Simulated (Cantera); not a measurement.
Input: 1 mol Si, 0.031 mol H₂O, 6.1 mol H₂, held at 2150 K.

Cantera equilibrium calculation (NASA polynomials, part measured and part estimated; ideal gas, pure solids and liquids). Candidate condensed phases: H₂O, Si, SiO₂; 18 gas species. Gases not in the tables: Si₂H₆ and higher silanes. The numbers say what is thermodynamically allowed, not how fast it happens.

Task: Which condensed phases are stable at each of these points (P (Pa)): 0.100, 1, 10, 100, 1000, 10000, 100000, 1000000?

Result: 
| P (Pa) | condensed phases | Si condensed (%) |
|---|---|---|
| 0.100 | gas only | 0.0 |
| 1 | gas only | 0.0 |
| 10 | gas only | 0.0 |
| 100 | gas only | 0.0 |
| 1000 | Si(l) | 81.1 |
| 10000 | Si(l) | 95.1 |
| 100000 | Si(l) | 96.5 |
| 1000000 | Si(l) | 96.7 |

From 0.100 Pa to 100 Pa nothing is condensed. From 1000 Pa to 1000000 Pa the condensed part is Si(l).
